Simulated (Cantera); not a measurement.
## Catalytic combustion on Pt

An isothermal plug-flow reactor at 525 K and 750 Torr (inlet), inlet velocity 4.4 m/s, active area per volume 150 1/m; feed H2 : O2 : N2 = 0.0026 : 0.061 : 0.79 (molar parts).

Computed with Cantera and Deutschmann's 1995 Pt surface mechanism with GRI-Mech 3.0 gas chemistry. Catalytic surfaces can have several steady states; this one follows from the mechanism file's or the stated starting coverage. Mass transfer to the wall is taken as infinitely fast.

| z (m) | x H2 | x O2 | x H2O | θ free Pt | θ O* | θ OH* |
|---|---|---|---|---|---|---|
| 0.00017 | 0.00301 | 0.0714 | 3.11e-5 | 0.0638 | 0.929 | 0.00769 |
| 0.00031 | 0.00299 | 0.0714 | 5.63e-5 | 0.0633 | 0.929 | 0.00771 |
| 0.00055 | 0.00295 | 0.0714 | 9.85e-5 | 0.0624 | 0.930 | 0.00775 |
| 0.00097 | 0.00288 | 0.0714 | 0.000170 | 0.0609 | 0.931 | 0.00781 |
| 0.0017 | 0.00276 | 0.0713 | 0.000285 | 0.0585 | 0.934 | 0.00789 |
| 0.0031 | 0.00256 | 0.0712 | 0.000483 | 0.0544 | 0.938 | 0.00798 |
| 0.0055 | 0.00228 | 0.0711 | 0.000765 | 0.0485 | 0.943 | 0.00802 |
| 0.0097 | 0.00191 | 0.0709 | 0.00113 | 0.0408 | 0.951 | 0.00790 |
| 0.017 | 0.00149 | 0.0707 | 0.00155 | 0.0319 | 0.961 | 0.00752 |
x: gas mole fraction; θ: surface coverage.
